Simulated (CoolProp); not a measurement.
Vapour-liquid equilibrium of benzene (1) + p-xylene (2) at 234 kPa; x and y are mole fractions of (1).

Values from CoolProp's multi-fluid Helmholtz-energy mixture model, Thol 2012 and Zhou 2012; pair parameters Bell 2016.

```csv
x,"bubble temperature, mixture model (K)","bubble temperature, Raoult's law (K)","y, mixture model","y, Raoult's law"
0.05,440.5,439.7,0.149,0.172
0.125,433.0,431.7,0.333,0.369
0.2,426.2,424.7,0.478,0.513
0.275,420.0,418.5,0.592,0.622
0.35,414.4,413.1,0.681,0.706
0.425,409.4,408.3,0.752,0.772
0.5,404.8,403.9,0.809,0.824
0.575,400.7,400.0,0.855,0.866
0.65,397.0,396.4,0.892,0.901
0.725,393.5,393.1,0.923,0.929
0.8,390.4,390.1,0.948,0.953
0.875,387.5,387.3,0.970,0.973
0.95,384.8,384.7,0.989,0.990
```

The largest gap from Raoult's law is +1.5 K in bubble temperature, at x = 0.2. No azeotrope shows between x = 0.05 and 0.95.

The pair parameters rest on a limited set of measurements; away from them the model extrapolates.
